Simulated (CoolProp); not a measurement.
Vapour-liquid equilibrium of dimethyl ether (1) + isobutane (2) at 191.9 K; x and y are mole fractions of (1).

Model: multi-fluid Helmholtz-energy mixture model, Wu 2011 and Bücker 2006; pair parameters Bell 2016, in CoolProp.

| x | bubble pressure (kPa) | y at the bubble point | dew pressure at overall composition x (kPa) | liquid density (mol/L) |
|---|---|---|---|---|
| 0.05 | 2.385 | 0.179 | 2.139 | 11.66 |
| 0.125 | 2.775 | 0.343 | 2.276 | 11.98 |
| 0.2 | 3.068 | 0.444 | 2.430 | 12.32 |
| 0.275 | 3.288 | 0.515 | 2.602 | 12.68 |
| 0.35 | 3.453 | 0.567 | 2.795 | 13.06 |
| 0.425 | 3.577 | 0.610 | 3.009 | 13.46 |
| 0.5 | 3.672 | 0.646 | 3.241 | 13.89 |
| 0.575 | 3.743 | 0.680 | 3.476 | 14.34 |
| 0.65 | 3.795 | 0.715 | 3.680 | 14.82 |
| 0.725 | 3.828 | 0.752 | 3.807 | 15.34 |
| 0.8 | 3.838 | 0.796 | 3.838 | 15.89 |
| 0.875 | 3.815 | 0.853 | 3.798 | 16.48 |
| 0.95 | 3.742 | 0.930 | 3.718 | 17.11 |

y crosses x between x = 0.725 and 0.8: the model has an azeotrope there.

The pair parameters rest on a limited set of measurements; away from them the model extrapolates.
